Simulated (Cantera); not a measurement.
What does this Cantera script print?

```python
import numpy as np
import cantera as ct

gas_names = """
    CL CLO CL2 Cs CsCL CsO CsOH Cs2 Cs2CL2 Cs2O Cs2O2H2 H HCL HOCL HO2 H2 H2O H2O2 O OH O2 O3
""".split()
cond_names = """
    Cs(cr) Cs(L) CsCL(a) CsCL(b) CsCL(L) CsOH(a) CsOH(b) CsOH(c) CsOH(L) H2O(s) H2O(L)
""".split()


# ... load() reads the species with a 1 bar reference pressure and builds the phases ...
atoms = {
    'CsCl': {'Cs': 1, 'CL': 1},
    'O2': {'O': 2},
    'H2': {'H': 2},
}
top_T = {}  # K; cautious upper limits of use, not melting points


# ... equilibrate(T, P, feed) seeds the gas with the atoms and calls Mixture.equilibrate('TP', solver="vcs", rtol=1e-11, max_steps=5000) ...
results = []
feed = {'CsCl': 1, 'O2': 8.8, 'H2': 0.2}  # mol
P = 1.8  # Pa
for T in [825, 925, 1025, 1125, 1225, 1325, 1425, 1525, 1625, 1725, 1825, 1925, 2025]:
    mix = equilibrate(T, P, feed)
    results.append((T, P, feed, dict(zip(mix.species_names, mix.species_moles))))

top = {s: max(r[3][s] / sum(r[3][g] for g in gas_names) for r in results) for s in gas_names}
cols = sorted((s for s in top if top[s] > 0.0001), key=lambda s: -top[s])[:8]
seen = [c for c in cond_names if any(r[3].get(c, 0) > 1e-12 for r in results)]
print("log10 of partial pressures in bar; condensed amounts in mol")
print(f"{'T/K':>10s}" + "".join(f"{s[:9]:>10s}" for s in cols + seen))
for T, P, feed, n in results:
    ng = sum(n[g] for g in gas_names)
    print(f"{T:10.4g}" + "".join(f"{np.log10(max(n[s] / ng * P / 1e5, 1e-99)):10.3f}" for s in cols)
          + "".join(f"{n.get(c, 0):10.4g}" for c in seen))
```

Output:

```
log10 of partial pressures in bar; condensed amounts in mol
       T/K        O2         O      CsCL        Cs        CL       H2O        OH         H
       825    -4.797   -14.998    -5.813   -16.081   -12.920    -6.436   -12.486   -19.518
       925    -4.801   -13.273    -5.746   -14.134   -11.780    -6.439   -11.378   -17.157
      1025    -4.801   -11.882    -5.741   -12.589   -10.886    -6.440   -10.483   -15.252
      1125    -4.801   -10.736    -5.741   -11.315   -10.157    -6.440    -9.747   -13.681
      1225    -4.801    -9.776    -5.741   -10.243    -9.550    -6.442    -9.131   -12.364
      1325    -4.801    -8.960    -5.741    -9.338    -9.030    -6.444    -8.608   -11.244
      1425    -4.801    -8.258    -5.742    -8.593    -8.549    -6.449    -8.160   -10.281
      1525    -4.802    -7.648    -5.745    -8.000    -8.078    -6.458    -7.774    -9.445
      1625    -4.804    -7.113    -5.751    -7.523    -7.625    -6.477    -7.440    -8.715
      1725    -4.809    -6.641    -5.765    -7.123    -7.211    -6.514    -7.157    -8.078
      1825    -4.822    -6.225    -5.797    -6.780    -6.847    -6.588    -6.927    -7.529
      1925    -4.850    -5.859    -5.860    -6.492    -6.537    -6.733    -6.764    -7.071
      2025    -4.903    -5.544    -5.979    -6.262    -6.289    -7.012    -6.699    -6.725
```

Cantera equilibrium calculation (NASA polynomials, part measured and part estimated; ideal gas, pure solids and liquids).
